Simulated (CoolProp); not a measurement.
Vapour-liquid equilibrium of dimethyl ether (1) + R134a (2) at 0.157 bar; x and y are mole fractions of (1).

Computed with CoolProp (multi-fluid Helmholtz-energy mixture model, Wu 2011 and Tillner-Roth 1994; pair parameters Bell 2016).

| x | bubble temperature (K) | y at the bubble point | dew temperature at overall composition x (K) | liquid density (mol/L) |
|---|---|---|---|---|
| 0.05 | 213.2 | 0.037 | 213.2 | 14.57 |
| 0.125 | 213.5 | 0.098 | 213.6 | 14.74 |
| 0.2 | 213.8 | 0.165 | 213.9 | 14.91 |
| 0.275 | 214.0 | 0.239 | 214.1 | 15.09 |
| 0.35 | 214.2 | 0.319 | 214.3 | 15.27 |
| 0.425 | 214.4 | 0.404 | 214.4 | 15.45 |
| 0.5 | 214.5 | 0.494 | 214.5 | 15.63 |
| 0.575 | 214.5 | 0.585 | 214.5 | 15.83 |
| 0.65 | 214.3 | 0.676 | 214.4 | 16.02 |
| 0.725 | 214.1 | 0.762 | 214.2 | 16.22 |
| 0.8 | 213.8 | 0.841 | 214.0 | 16.42 |
| 0.875 | 213.4 | 0.910 | 213.6 | 16.63 |
| 0.95 | 212.9 | 0.968 | 213.1 | 16.84 |

y crosses x between x = 0.5 and 0.575: the model has an azeotrope there.

Pair parameters are fitted to limited data, so mixtures are less certain than the pure fluids.
